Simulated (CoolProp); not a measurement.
Octamethyltrisiloxane (MDM) along the isobar 0.76 MPa: Z from the reference equation and from simpler models built on Tc = 292.2 °C, pc = 1.438 MPa, ω = 0.528; each cubic takes its own stable root.

Values from CoolProp's reference Helmholtz-energy equation of state, Thol 2017.

```tsv
T (°C)	phase	reference
174.75	liquid	0.07431
183.25	liquid	0.07426
191.75	liquid	0.07430
200.15	liquid	0.07447
208.65	liquid	0.07478
217.15	liquid	0.07526
225.55	liquid	0.07594
234.05	liquid	0.07690
242.55	liquid	0.07825
259.45	gas	0.7021
267.95	gas	0.7298
276.45	gas	0.7532
284.95	gas	0.7733
293.35	gas	0.7906
301.85	gas	0.8062
```

Problem. How far does each simpler model (van der Waals, Redlich-Kwong) lie from the reference over these 15 states: mean and median of the absolute difference, and the worst?

Solution. 
- van der Waals: mean 251.4 %, median 70.5 %, worst +857.6 % at 242.55 °C and 0.76 MPa
- Redlich-Kwong: mean 65.8 %, median 20.6 %, worst +790.7 % at 242.55 °C and 0.76 MPa

At some of these states van der Waals, Redlich-Kwong gives the other phase, because its saturation line lies elsewhere.
